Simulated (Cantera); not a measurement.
Feed: 1 mol Si, 2.5 mol HBr, 21 mol N2, at 525 °C and 5.03 Torr.

Method: chemical equilibrium by Gibbs-energy minimisation in Cantera with the NASA 1993 tables (ideal gas, pure condensed phases). Candidate condensed phases: Br2, Si, Si3N4; 28 gas species. N2 is the only nitrogen source here; it is nearly inert below about 1500 K, so the nitride shown seldom forms there in practice. The numbers say what is thermodynamically allowed, not how fast it happens.

Base state: N2 0.895, HBr 0.0905, H2 0.00959, SiBr4 0.00480 (mole fractions); condensed: Si3N4(s).

Problem. What changes in the equilibrium state with this change: N2 from 21 to 3.7 mol?

Solution. 
```tsv
species	before	after
N2	0.895	0.574
HBr	0.0905	0.335
H2	0.00959	0.0607
SiBr4	0.00480	0.0303
Si3N4(s), mol	0.297	0.278
```
